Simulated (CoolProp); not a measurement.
Chloromethane (R40) along the isotherm 194.55 °C: density (kg/m³) from the reference equation and from simpler models built on Tc = 145.5 °C, pc = 6929 kPa, ω = 0.150; each cubic takes its own stable root.

Computed with CoolProp (reference Helmholtz-energy equation of state, Thol 2014).

```
p (kPa)          phase  reference
-------  -------------  ---------
2170               gas      30.71
4330               gas      67.87
6500               gas      115.7
8660     supercritical      181.6
10800    supercritical      277.4
13000    supercritical      389.8
15200    supercritical      469.1
17300    supercritical      518.5
19500    supercritical      555.0
21700    supercritical      582.8
23800    supercritical      604.2
26000    supercritical      623.0
28100    supercritical      638.4
30300    supercritical      652.7
32500    supercritical      665.4
34600    supercritical      676.4
```

How far does each simpler model (ideal gas, van der Waals, Redlich-Kwong) lie from the reference over these 16 states: mean and median of the absolute difference, and the worst?


- ideal gas: mean 41.6 %, median 44.3 %, worst -57.9 % at 194.55 °C and 15200 kPa
- van der Waals: mean 14.3 %, median 18.8 %, worst -23.4 % at 194.55 °C and 34600 kPa
- Redlich-Kwong: mean 5.7 %, median 7.5 %, worst -9.2 % at 194.55 °C and 19500 kPa
